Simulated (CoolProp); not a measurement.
Vapour-liquid equilibrium of R13 (1) + R11 (2) at 228.3 K; x and y are mole fractions of (1).

Computed with CoolProp (multi-fluid Helmholtz-energy mixture model, Platzer 1990 and Jacobsen 1992; pair parameters Bell 2016). This equation is an older, rougher fit; its heat capacities, sound speeds and derivatives of the liquid may be far off and weren't checked against measurements.

| x | bubble pressure, mixture model (bar) | bubble pressure, Raoult's law (bar) | y, mixture model | y, Raoult's law |
|---|---|---|---|---|
| 0.05 | 0.4931 | 0.2891 | 0.926 | 0.877 |
| 0.2 | 1.620 | 1.044 | 0.979 | 0.971 |
| 0.35 | 2.449 | 1.800 | 0.987 | 0.987 |
| 0.5 | 3.079 | 2.555 | 0.991 | 0.993 |
| 0.65 | 3.612 | 3.310 | 0.994 | 0.996 |
| 0.8 | 4.148 | 4.066 | 0.996 | 0.998 |
| 0.95 | 4.802 | 4.821 | 0.999 | 1.000 |

The largest gap from Raoult's law is +70.6 % in bubble pressure, at x = 0.05. No azeotrope shows between x = 0.05 and 0.95.

Pair parameters are fitted to limited data, so mixtures are less certain than the pure fluids. With so large a gap from Raoult's law the liquid may split in two, which this calculation doesn't test in full.
